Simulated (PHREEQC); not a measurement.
Make-up at 25 °C: 60 mmol/kgw Sr(OH)2. Closed to the air; pH follows from the charge balance.

The numbers come from PHREEQC with the ion-association model, phreeqc.dat.

```csv
quantity,before,after
pH,12.90,11.05
ionic strength (mol/kgw),0.161,0.00179
SrOH+ (mol/kgw),0.00938,3.01e-6
```

### Question
Which change was made?
A. temperature from 25 to 80 °C
B. 0.0017 mol/kgw KOH added
C. Sr(OH)2 replaced by SrCl2 at the same molality
D. diluted 100-fold with water
E. diluted 5-fold with water

### Answer
D, diluted 100-fold with water

Precipitation was switched off in this run.
